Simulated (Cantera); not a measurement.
# Thermodynamics of chlorosilane synthesis and conversion, feed Si + Cl2 + H2

Feed: 1 mol Si, 2.2 mol Cl2, 4.3 mol H2, held at 775 K and 1 atm.

Cantera equilibrium calculation (NASA polynomials, part measured and part estimated; ideal gas, pure solids and liquids). Candidate condensed phases: Si; 19 gas species. Rates play no part.

```yaml
x(H2): 0.744
x(SiCl4): 0.181
x(HCl): 0.0739
x(SiHCl3): 0.00118
gas_amount: 5.500 mol
log10 activity of Si(s) (absent): -7.45
```
